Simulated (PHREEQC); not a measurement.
# Leach liquor (model solution)

Dissolve 0.058 mol HCl and 0.0004 mol NiSO4 per kg of water at 25 °C. Closed to the air; pH follows from the charge balance.

All values are PHREEQC results (ion-association model, wateq4f.dat), not measurements.

Each row changes one thing in this solution. No solid was allowed to form.

| case | pH | Ni+2 (mol/kgw) | HSO4- (mol/kgw) | SO4-2 (mol/kgw) | NiSO4 (mol/kgw) | SI of Morenosite (NiSO4:7H2O) |
|---|---|---|---|---|---|---|
| as made | 1.31 | 0.000372 | 0.000287 | 0.000111 | 1.52e-6 | -5.75 |
| temperature from 25 to 65 °C | 1.32 | 0.000374 | 0.000346 | 5.28e-5 | 8.65e-7 | -6.38 |
| HCl left out | 6.64 | 0.000380 | 7.47e-9 | 0.000380 | 1.99e-5 | -4.63 |
| HCl from 0.058 to 0.29 mol/kgw | 0.64 | 0.000309 | 0.000355 | 4.45e-5 | 1.85e-7 | -6.66 |
| diluted 10-fold with water | 2.27 | 3.95e-5 | 1.16e-5 | 2.83e-5 | 1.14e-7 | -6.88 |
| 0.00096 mol/kgw KCl added | 1.31 | 0.000372 | 0.000287 | 0.000112 | 1.51e-6 | -5.75 |

At this temperature some constants are extrapolated from 25 °C, and those without enthalpy data are left unchanged.
